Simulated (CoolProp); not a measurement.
50 sccm (0 °C, 1 atm) of nitrogen bubbles through liquid toluene at 338.2 K and leaves saturated at a total pressure of 0.124 MPa (ideal gas phase). Each further row changes one setting.

Values from CoolProp's reference Helmholtz-energy equation of state, Lemmon 2006. It is a short technical equation, of lower accuracy than the large ones.

```csv
case,vapour pressure (kPa),mole fraction of vapour,delivery (mg/min),delivery (sccm),change of delivery for a bath 1 K warmer (%)
as stated,22.6,0.182,45.7,11.1,4.8
bath temperature 343.2 K,27.2,0.220,57.9,14.1,4.9
total pressure 0.248 MPa,22.6,0.0910,20.6,5.01,4.3
```
